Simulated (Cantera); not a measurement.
Feed: 1 mol C₂H₆, 2.2 mol NH₃, 7.7 mol N₂, 28 mol H₂, equilibrated at 2125 °C and 1 atm.

These are equilibrium values from Cantera (NASA tables, ideal gas, pure condensed phases), not measurements of a reactor. The numbers say what is thermodynamically allowed, not how fast it happens.

| species | before | after |
|---|---|---|
| H₂ | 0.767 | 0.794 |
| N₂ | 0.191 | 0.204 |
| HCN | 0.0208 | 0.000948 |
| H | 0.0137 | 6.13e-5 |
| CN | 1.85e-5 | <1e-9 |
| C₄H₂ | 1.51e-5 | <1e-9 |
| C₂H₂ (acetylene) | 0.00530 | 2.77e-5 |
| HNC | 0.00215 | 2.32e-5 |
| CH₃ | 3.49e-5 | 1.49e-6 |
| CH₄ | 0.000106 | 0.000947 |
| C(graphite), mol | 0.533 | 1.91 |
Gas species are given as mole fractions.

What was changed between the two runs?
A. temperature from 2125 °C to 1350 °C
B. N₂ from 7.7 to 1.6 mol
C. temperature from 2125 °C to 1127 °C
D. pressure from 1 atm to 1.80 bar

A, temperature from 2125 °C to 1350 °C
